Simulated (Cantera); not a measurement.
A Cantera script and what it prints.

```python
import numpy as np
import cantera as ct

gas_names = [...]  # 113 gases of nasa_gas.yaml made of C, H, O, Ti
cond_names = """
    C(gr) C6H6(L) C7H8(L) C8H18(L),n-octa H2O(s) H2O(L) Ti(a) Ti(b) Ti(L) TiC(s) TiC(L) TiO(a) TiO(b)
    TiO(L) TiO2(ru) TiO2(L) Ti2O3(a) Ti2O3(b) Ti2O3(L) Ti3O5(a) Ti3O5(b) Ti3O5(L) Ti4O7(s) Ti4O7(L)
""".split()


# ... load() reads the species with a 1 bar reference pressure and builds the phases ...
atoms = {
    'Ti(OiPr)4': {'Ti': 1, 'C': 12, 'H': 28, 'O': 4},
    'CH4': {'C': 1, 'H': 4},
    'H2': {'H': 2},
}
top_T = {'C(gr)': 4500}  # K; cautious upper limits of use, not melting points


# ... equilibrate(T, P, feed) seeds the gas with the atoms and calls Mixture.equilibrate('TP', solver="vcs", rtol=1e-11, max_steps=5000) ...
results = []
feed = {'Ti(OiPr)4': 1, 'CH4': 7.8, 'H2': 7.1}  # mol
P = 133.322  # Pa
for T in [1250, 1325, 1400, 1475, 1550, 1625, 1700, 1775, 1850, 1925, 2000, 2075]:
    mix = equilibrate(T, P, feed)
    results.append((T, P, feed, dict(zip(mix.species_names, mix.species_moles))))
    x = sorted(zip(gas.X, gas.species_names), reverse=True)
    print(f"T = {T:g} K  P = {P:g} Pa  gas = {mix.phase_moles(0):.4g} mol")
    print("   x: " + "  ".join(f"{s} {v:.3e}" for v, s in x if v > 1e-06))
    print("   condensed (mol): " + ("  ".join(f"{mix.phase(i).name} {mix.phase_moles(i):.4g}"
          for i in range(1, mix.n_phases) if mix.phase_moles(i) > 1e-12) or "none"))
```

Output:

```
T = 1250 K  P = 133.322 Pa  gas = 40.7 mol
   x: H2 9.017e-01  CO 9.828e-02  H 1.257e-05  CH4 1.192e-05  H2O 1.779e-06
   condensed (mol): C(gr) 14.8  TiC(s) 1
T = 1325 K  P = 133.322 Pa  gas = 40.7 mol
   x: H2 9.017e-01  CO 9.828e-02  H 4.253e-05  CH4 7.277e-06
   condensed (mol): C(gr) 14.8  TiC(s) 1
T = 1400 K  P = 133.322 Pa  gas = 40.7 mol
   x: H2 9.016e-01  CO 9.827e-02  H 1.265e-04  CH4 4.681e-06  C2H2,acetylene 2.271e-06
   condensed (mol): C(gr) 14.8  TiC(s) 1
T = 1475 K  P = 133.322 Pa  gas = 40.71 mol
   x: H2 9.014e-01  CO 9.826e-02  H 3.372e-04  C2H2,acetylene 6.011e-06  CH4 3.149e-06
   condensed (mol): C(gr) 14.8  TiC(s) 1
T = 1550 K  P = 133.322 Pa  gas = 40.72 mol
   x: H2 9.009e-01  CO 9.824e-02  H 8.187e-04  C2H2,acetylene 1.446e-05  CH4 2.200e-06
   condensed (mol): C(gr) 14.8  TiC(s) 1
T = 1625 K  P = 133.322 Pa  gas = 40.74 mol
   x: H2 8.999e-01  CO 9.819e-02  H 1.833e-03  C2H2,acetylene 3.200e-05  CH4 1.588e-06
   condensed (mol): C(gr) 14.8  TiC(s) 1
T = 1700 K  P = 133.322 Pa  gas = 40.78 mol
   x: H2 8.980e-01  CO 9.809e-02  H 3.824e-03  C2H2,acetylene 6.592e-05  CH4 1.178e-06
   condensed (mol): C(gr) 14.79  TiC(s) 1
T = 1775 K  P = 133.322 Pa  gas = 40.85 mol
   x: H2 8.945e-01  CO 9.791e-02  H 7.497e-03  C2H2,acetylene 1.274e-04
   condensed (mol): C(gr) 14.79  TiC(s) 1
T = 1850 K  P = 133.322 Pa  gas = 40.98 mol
   x: H2 8.883e-01  CO 9.760e-02  H 1.391e-02  C2H2,acetylene 2.323e-04
   condensed (mol): C(gr) 14.78  TiC(s) 1
T = 1925 K  P = 133.322 Pa  gas = 41.21 mol
   x: H2 8.780e-01  CO 9.707e-02  H 2.453e-02  C2H2,acetylene 4.020e-04
   condensed (mol): C(gr) 14.77  TiC(s) 1
T = 2000 K  P = 133.322 Pa  gas = 41.56 mol
   x: H2 8.617e-01  CO 9.625e-02  H 4.134e-02  C2H2,acetylene 6.620e-04
   condensed (mol): C(gr) 14.74  TiC(s) 1
T = 2075 K  P = 133.322 Pa  gas = 42.11 mol
   x: H2 8.372e-01  CO 9.500e-02  H 6.675e-02  C2H2,acetylene 1.039e-03  Ti 2.316e-06  C2H 1.982e-06
   condensed (mol): C(gr) 14.71  TiC(s) 0.9999
```

Equilibrium computed with Cantera from the NASA thermochemical tables; the gas is ideal and each condensed phase is pure. The feed counts by its element totals alone. TiC: taken at fixed stoichiometry.
